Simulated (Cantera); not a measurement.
**Ammonia decomposition in nitride growth gas**

An isothermal, constant-pressure homogeneous reactor starts with NH3 : H2 = 1 : 14 (molar parts), at 1498 K and 0.180 bar.

Detailed kinetics in Cantera: the gas-phase N/H chemistry of the illustrative SiF4/NH3 mechanism in the Surface Chemkin manual (1991). Walls and surfaces, which speed up NH3 decomposition in real reactors, are not modelled.

```json
[
 {"t (s)": "1.00e-5", "x NH3": "0.0667", "x H2": "0.933", "x N2H4": "<1e-12", "x N": "<1e-12", "x H": "1.37e-9", "x NH2": "3.33e-10"},
 {"t (s)": "3.32e-5", "x NH3": "0.0667", "x H2": "0.933", "x N2H4": "<1e-12", "x N": "<1e-12", "x H": "4.80e-9", "x NH2": "8.73e-10"},
 {"t (s)": "0.000110", "x NH3": "0.0667", "x H2": "0.933", "x N2H4": "<1e-12", "x N": "<1e-12", "x H": "1.62e-8", "x NH2": "2.66e-9"},
 {"t (s)": "0.000367", "x NH3": "0.0667", "x H2": "0.933", "x N2H4": "<1e-12", "x N": "<1e-12", "x H": "5.40e-8", "x NH2": "8.61e-9"},
 {"t (s)": "0.00122", "x NH3": "0.0667", "x H2": "0.933", "x N2H4": "<1e-12", "x N": "<1e-12", "x H": "1.80e-7", "x NH2": "2.84e-8"},
 {"t (s)": "0.00405", "x NH3": "0.0667", "x H2": "0.933", "x N2H4": "<1e-12", "x N": "<1e-12", "x H": "5.97e-7", "x NH2": "9.41e-8"},
 {"t (s)": "0.0135", "x NH3": "0.0667", "x H2": "0.933", "x N2H4": "2.02e-12", "x N": "<1e-12", "x H": "1.98e-6", "x NH2": "3.12e-7"},
 {"t (s)": "0.0447", "x NH3": "0.0667", "x H2": "0.933", "x N2H4": "2.19e-11", "x N": "4.13e-12", "x H": "6.53e-6", "x NH2": "1.03e-6"},
 {"t (s)": "0.149", "x NH3": "0.0667", "x H2": "0.933", "x N2H4": "1.99e-10", "x N": "1.13e-10", "x H": "1.97e-5", "x NH2": "3.10e-6"},
 {"t (s)": "0.494", "x NH3": "0.0666", "x H2": "0.933", "x N2H4": "6.02e-10", "x N": "6.01e-10", "x H": "3.44e-5", "x NH2": "5.41e-6"},
 {"t (s)": "1.64", "x NH3": "0.0666", "x H2": "0.933", "x N2H4": "6.32e-10", "x N": "6.47e-10", "x H": "3.53e-5", "x NH2": "5.54e-6"},
 {"t (s)": "5.45", "x NH3": "0.0663", "x H2": "0.933", "x N2H4": "6.27e-10", "x N": "6.45e-10", "x H": "3.53e-5", "x NH2": "5.52e-6"},
 {"t (s)": "18.1", "x NH3": "0.0655", "x H2": "0.934", "x N2H4": "6.13e-10", "x N": "6.39e-10", "x H": "3.53e-5", "x NH2": "5.46e-6"},
 {"t (s)": "60.2", "x NH3": "0.0628", "x H2": "0.935", "x N2H4": "5.68e-10", "x N": "6.19e-10", "x H": "3.55e-5", "x NH2": "5.26e-6"},
 {"t (s)": "200", "x NH3": "0.0553", "x H2": "0.939", "x N2H4": "4.48e-10", "x N": "5.61e-10", "x H": "3.60e-5", "x NH2": "4.67e-6"}
]
```
x: mole fraction; the columns are a selection and need not sum to one.

Equilibrium at this temperature and pressure: NH3 1.86e-6, H2 0.969, N2H4 <1e-12, N <1e-12, H 4.01e-5, NH2 1.70e-10 (gas phase only).
